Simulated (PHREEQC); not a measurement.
A solution holds 0.0076 mol/kgw H2SO4 and 0.0085 mol/kgw LiCl, at 30 °C. Closed to the air; pH follows from the charge balance.

Model: ion-association model, phreeqc.dat, run in PHREEQC.

No solid was allowed to form.

Question: Order these S species by the share of S that they hold, largest first: HSO4-, SO4-2, LiSO4-.

Answer: SO4-2 (57 %), HSO4- (42 %), LiSO4- (1.2 %)

The pH is 1.98 and the ionic strength 0.0247 mol/kgw.
